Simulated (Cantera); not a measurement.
A closed system holds: 1 mol CH3Cl, 0.025 mol Si, held at 2873.15 K and 0.133 bar.

Equilibrium computed with Cantera from the NASA thermochemical tables; the gas is ideal and each condensed phase is pure. The tables' values for SiCl, SiCl3 are old estimates; treat these amounts as uncertain. Gases not in the tables: Si2H6 and higher silanes. Kinetics and transport are ignored.

```tsv
species	before	after
H2	0.376	0.372
HCl	0.317	0.294
H	0.177	0.176
Si	0.00387	0.0171
SiC2	0.00253	0.0112
SiCl2	0.00289	0.0111
Cl	0.102	0.0951
C2H2 (acetylene)	0.0159	0.0158
Si2C	2.36e-5	0.000461
Si2	1.59e-6	3.11e-5
SiC	9.13e-6	4.03e-5
SiH	0.000139	0.000613
SiH2	1.18e-5	5.18e-5
SiCl	0.00114	0.00469
C(graphite), mol	0.900	0.855
```
Gas species are given as mole fractions.

Q: Which change was made?
A. Si from 0.025 to 0.11 mol
B. temperature from 2873.15 K to 675 K
C. Si from 0.025 to 0.45 mol
D. temperature from 2873.15 K to 2150 K

A: A, Si from 0.025 to 0.11 mol
